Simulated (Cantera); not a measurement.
An adiabatic, constant-pressure homogeneous reactor starts with H₂ : O₂ : N₂ = 1 : 0.82 : 3.08 (molar parts), equivalence ratio 0.61, at 1123 K and 750 Torr. Integrator tolerance rtol = 1e-08.

Detailed kinetics in Cantera: GRI-Mech 3.0 (53 species, 325 reactions).

Question: What does this change do: initial temperature 1123 to 1175 K?

Answer: 
| quantity | before | after |
|---|---|---|
| time of steepest temperature rise | 75.6 µs | 53.8 µs |
| temperature at 4.00 s | 2445 K | 2476 K |
| equilibrium temperature | 2445 K | 2476 K |
| x(H₂) at 4.00 s | 0.00385 (gas-phase equilibrium 0.00385) | 0.00448 (gas-phase equilibrium 0.00448) |
| x(O₂) at 4.00 s | 0.0643 (gas-phase equilibrium 0.0643) | 0.0637 (gas-phase equilibrium 0.0637) |
| x(NO) at 4.00 s | 0.0108 (gas-phase equilibrium 0.0108) | 0.0114 (gas-phase equilibrium 0.0114) |
| x(H) at 4.00 s | 0.00123 (gas-phase equilibrium 0.00123) | 0.00152 (gas-phase equilibrium 0.00152) |
| x(H₂O) at 4.00 s | 0.214 (gas-phase equilibrium 0.214) | 0.213 (gas-phase equilibrium 0.213) |

Question: What does this change do: 0.14 parts CO2 added?

Answer: 
```json
[
 {"quantity": "time of steepest temperature rise", "before": "75.6 µs", "after": "78.4 µs"},
 {"quantity": "temperature at 4.00 s", "before": "2445 K", "after": "2392 K"},
 {"quantity": "equilibrium temperature", "before": "2445 K", "after": "2392 K"},
 {"quantity": "x(H₂) at 4.00 s", "before": "0.00385 (gas-phase equilibrium 0.00385)", "after": "0.00288 (gas-phase equilibrium 0.00288)"},
 {"quantity": "x(O₂) at 4.00 s", "before": "0.0643 (gas-phase equilibrium 0.0643)", "after": "0.0641 (gas-phase equilibrium 0.0641)"},
 {"quantity": "x(NO) at 4.00 s", "before": "0.0108 (gas-phase equilibrium 0.0108)", "after": "0.00964 (gas-phase equilibrium 0.00964)"},
 {"quantity": "x(H) at 4.00 s", "before": "0.00123 (gas-phase equilibrium 0.00123)", "after": "0.000829 (gas-phase equilibrium 0.000829)"},
 {"quantity": "x(H₂O) at 4.00 s", "before": "0.214 (gas-phase equilibrium 0.214)", "after": "0.210 (gas-phase equilibrium 0.210)"}
]
```

Question: What does this change do: initial temperature 1123 to 1773 K?

Answer: 
```json
[
 {"quantity": "time of steepest temperature rise", "before": "75.6 µs", "after": "6.49 µs"},
 {"quantity": "temperature at 4.00 s", "before": "2445 K", "after": "2768 K"},
 {"quantity": "equilibrium temperature", "before": "2445 K", "after": "2768 K"},
 {"quantity": "x(H₂) at 4.00 s", "before": "0.00385 (gas-phase equilibrium 0.00385)", "after": "0.0149 (gas-phase equilibrium 0.0149)"},
 {"quantity": "x(O₂) at 4.00 s", "before": "0.0643 (gas-phase equilibrium 0.0643)", "after": "0.0584 (gas-phase equilibrium 0.0584)"},
 {"quantity": "x(NO) at 4.00 s", "before": "0.0108 (gas-phase equilibrium 0.0108)", "after": "0.0172 (gas-phase equilibrium 0.0172)"},
 {"quantity": "x(H) at 4.00 s", "before": "0.00123 (gas-phase equilibrium 0.00123)", "after": "0.00897 (gas-phase equilibrium 0.00897)"},
 {"quantity": "x(H₂O) at 4.00 s", "before": "0.214 (gas-phase equilibrium 0.214)", "after": "0.186 (gas-phase equilibrium 0.186)"}
]
```
